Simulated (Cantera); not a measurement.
## Ti + C₃H₈ + H₂ (titanium nitride, carbide and oxide coatings)

Charge: 1 mol Ti, a varied amount of C₃H₈, 210 mol H₂, equilibrated at 870 Pa.

These are equilibrium values from Cantera (NASA tables, ideal gas, pure condensed phases), not measurements of a reactor. Candidate condensed phases: C, C₆H₆, C₇H₈, C₈H₁₈, Ti, TiC; 77 gas species. Mutual solubility and eutectic melting of coexisting phases are not modelled. TiC: taken at fixed stoichiometry. Condensed phases not in the tables: N, O or C dissolved in the metal. Rates play no part.

Map the stable condensed phases over T = 1523, 1573, 1623, 1673, 1723, 1773, 1823, 1873, 1923, 1973, 2023 K and n(C₃H₈) in mol = 0.17, 0.25, 0.36, 0.53, 0.78, 1.1, 1.7.


```
T in K \ n(C₃H₈) in mol
         0.17 0.25 0.36 0.53 0.78  1.1  1.7
   2023     A    B    B    C    C    C    C
   1973     A    A    B    C    C    C    C
   1923     A    A    B    C    C    C    C
   1873     A    A    B    C    C    C    C
   1823     A    A    B    C    C    C    C
   1773     A    A    C    C    C    C    C
   1723     A    A    C    C    C    C    C
   1673     A    A    C    C    C    C    C
   1623     A    A    C    C    C    C    C
   1573     A    A    C    C    C    C    C
   1523     A    A    C    C    C    C    C
```
A: Ti + TiC; B: TiC; C: C + TiC.
